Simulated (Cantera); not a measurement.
## Adiabatic ignition

An adiabatic, constant-pressure homogeneous reactor starts with 17.6 % CH₄, 6.33 % CO, 16.0 % O₂, 60.1 % N₂, equivalence ratio 2.4, at 1773 K and 0.701 atm.

Model: GRI-Mech 3.0 (53 species, 325 reactions), integrated in Cantera.

```csv
t (s),T (K),x CH₄,x CO,x O₂,x C₂H₂,x CH₂CO,x N₂O
3.00e-6,1773,0.176,0.0633,0.160,<1e-12,3.89e-10,1.78e-11
7.76e-6,1773,0.176,0.0633,0.160,4.80e-11,2.85e-9,8.58e-11
2.01e-5,1772,0.175,0.0633,0.160,3.29e-9,2.14e-8,3.87e-10
5.20e-5,1772,0.174,0.0632,0.159,2.40e-7,2.35e-7,1.55e-9
0.000135,1788,0.164,0.0644,0.154,3.64e-5,3.00e-5,1.07e-8
0.000348,2623,0.000474,0.178,9.20e-6,0.00230,1.19e-5,3.97e-8
0.000901,2590,9.23e-9,0.183,1.59e-5,3.28e-8,2.05e-10,2.67e-8
0.00233,2565,1.56e-11,0.183,2.65e-5,<1e-12,<1e-12,1.29e-8
0.00603,2563,1.40e-11,0.183,2.80e-5,<1e-12,<1e-12,1.03e-8
0.0156,2563,1.38e-11,0.183,2.81e-5,<1e-12,<1e-12,9.05e-9
0.0404,2563,1.38e-11,0.183,2.81e-5,<1e-12,<1e-12,8.84e-9
0.105,2563,1.38e-11,0.183,2.81e-5,<1e-12,<1e-12,8.83e-9
0.271,2563,1.38e-11,0.183,2.81e-5,<1e-12,<1e-12,8.83e-9
0.700,2563,1.38e-11,0.183,2.81e-5,<1e-12,<1e-12,8.83e-9
```
x: mole fraction; the columns are a selection and need not sum to one.

| Quantity | Value |
|---|---|
| time of steepest temperature rise | 0.227 ms |
| temperature at 0.700 s | 2563 K |
| equilibrium temperature | 2563 K |
| x(CH₄) at 0.700 s | 1.38e-11 (gas-phase equilibrium 1.54e-11) |
| x(CO) at 0.700 s | 0.183 (gas-phase equilibrium 0.183) |
| x(O₂) at 0.700 s | 2.81e-5 (gas-phase equilibrium 2.81e-5) |
